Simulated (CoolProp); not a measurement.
R125 along the isotherm 500 K: Z from the reference equation and from simpler models built on Tc = 339.2 K, pc = 3.618 MPa, ω = 0.305; each cubic takes its own stable root.

Computed with CoolProp (reference Helmholtz-energy equation of state, Lemmon 2005).

| p (MPa) | phase | reference | Redlich-Kwong | Soave-Redlich-Kwong |
|---|---|---|---|---|
| 0.114 | gas | 0.9975 | 0.9967 | 0.9979 |
| 0.26 | gas | 0.9942 | 0.9926 | 0.9953 |
| 0.593 | gas | 0.9869 | 0.9831 | 0.9893 |
| 1.35 | gas | 0.9707 | 0.9619 | 0.9762 |
| 3.07 | gas | 0.9362 | 0.9152 | 0.9491 |
| 6.99 | supercritical | 0.8733 | 0.8263 | 0.9060 |
| 15.9 | supercritical | 0.8542 | 0.8032 | 0.9228 |
| 36.2 | supercritical | 1.171 | 1.135 | 1.228 |
